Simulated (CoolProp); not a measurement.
Computed with CoolProp (reference Helmholtz-energy equation of state, Gao 2020).

Question: For ammonia, give the phase and the Z, cp (kJ/(kg K)), isothermal compressibility (1/MPa), viscosity (µPa s) at 338.3 K and 5680 kPa.

Answer: 
- 338.3 K and 5680 kPa: liquid; Z 0.0636, cp 5.24, isothermal compressibility 0.00317, viscosity 92.3

Viscosity comes from a separate model (Fenghour 1995).
